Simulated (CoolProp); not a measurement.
Saturation properties of fluorine.

The numbers come from the reference Helmholtz-energy equation of state, de Reuck 1990 in CoolProp.

```csv
T (K),p (kPa),vapour density (kg/m³),enthalpy of vaporisation (kJ/kg),liquid cp (kJ/(kg K))
108.6,809.2,39.54,146.9,1.662
110.8,937.2,45.64,143.6,1.689
112.9,1072,52.14,140.3,1.718
115,1221,59.39,136.8,1.752
117.1,1384,67.46,133.2,1.791
119.2,1562,76.47,129.3,1.837
121.3,1756,86.53,125.1,1.893
123.4,1967,97.80,120.7,1.960
125.5,2195,110.5,116.0,2.043
127.6,2442,124.8,110.8,2.147
129.7,2708,141.2,105.2,2.282
131.8,2995,160.0,99.02,2.463
133.9,3303,182.0,92.10,2.716
136.1,3651,209.7,83.83,3.117
```

It boils at 85.0 K under 1 atm.
